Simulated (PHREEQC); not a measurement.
Consider water at 20 °C with 0.0059 mol/kgw Na2SO4 and 0.00047 mol/kgw FeCl2. Closed to the air; pH follows from the charge balance.

Computed with PHREEQC (ion-association model, wateq4f.dat).

**Question.** The ionic strength comes out as 0.0183 mol/kgw. What activity coefficients do Cl-, SO4-2, NaSO4-, Na+, Fe+2 get?

**Answer.** Cl- 0.87, SO4-2 0.60, NaSO4- 0.88, Na+ 0.88, Fe+2 0.61.

This is a speciation only: nothing precipitates in the calculation.
